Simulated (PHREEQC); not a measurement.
**Alkaline etch or developer: an equilibrium model**

Solution (20 °C): 0.0021 mol NaOH, 0.00021 mol H4SiO4 and 0.011 mol Na2CO3 per kg of water. Closed to the air; pH follows from the charge balance.

The numbers come from PHREEQC with the ion-association model, wateq4f.dat.

Each row changes one thing in this solution. No solid was allowed to form.

```
case                                               pH  ionic strength (mol/kgw)  Na+ (mol/kgw)  H3SiO4- (mol/kgw)  H4SiO4 (mol/kgw)  H2SiO4-2 (mol/kgw)  SI of Quartz (SiO2)
----------------------------------------------  -----  ------------------------  -------------  -----------------  ----------------  ------------------  -------------------
as made                                         11.46                    0.0315         0.0226           0.000201           4.69e-6             4.52e-6                -1.27
temperature from 20 to 15 °C                      ___                    0.0322         0.0228           0.000201           3.93e-6             4.61e-6                -1.27
NaOH left out                                   11.06                    0.0291         0.0206           0.000197           1.17e-5             1.72e-6                  ___
Na2CO3 left out                                 11.42                   0.00210        0.00210           0.000201           5.85e-6             3.00e-6                -1.18
0.0054 mol/kgw NaCl added                       11.46                    0.0365         0.0277           0.000201           4.71e-6             4.56e-6                -1.27
Na2CO3 replaced by NaAlO2 at the same molality    ___                    0.0131         0.0131           0.000201           5.84e-6             3.36e-6                -1.18
diluted 2-fold with water                         ___                    0.0162         0.0116            9.98e-5           3.99e-6             1.24e-6                -1.34
```

What belongs in the gaps?


- temperature from 20 to 15 °C, pH: 11.63
- NaOH left out, SI of Quartz (SiO2): -0.87
- Na2CO3 replaced by NaAlO2 at the same molality, pH: 11.39
- diluted 2-fold with water, pH: 11.25

Some of these states are supersaturated (in Boehmite (slow to form), Gibbsite (slow to form), for instance).
